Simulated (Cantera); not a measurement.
Charge: 1 mol Si3N4, 0.39 mol H2O, held at 0.0825 Torr.

These are equilibrium values from Cantera (NASA tables, ideal gas, pure condensed phases), not measurements of a reactor. Candidate condensed phases: H2O, Si, SiO2, Si2N2O, Si3N4; 35 gas species. The tables' values for SiN are old estimates; treat these amounts as uncertain. Kinetics and transport are ignored. All values below are at 1648 K.

Base state: N2 0.717, SiO 0.140, H2 0.138, H 0.00316, Si 0.00234, Si2N 2.65e-5, SiH 1.68e-5, SiN 1.50e-5 (mole fractions); condensed: Si(s).

What changes in the equilibrium state with this change: H2O from 0.39 to 0.11 mol?


```json
[
 {"species": "N2", "before": "0.717", "after": "0.898"},
 {"species": "SiO", "before": "0.140", "after": "0.0494"},
 {"species": "H2", "before": "0.138", "after": "0.0484"},
 {"species": "SiH", "before": "1.68e-5", "after": "9.94e-6"},
 {"species": "H", "before": "0.00316", "after": "0.00187"},
 {"species": "Si(s), mol", "before": "2.60", "after": "2.88"}
]
```
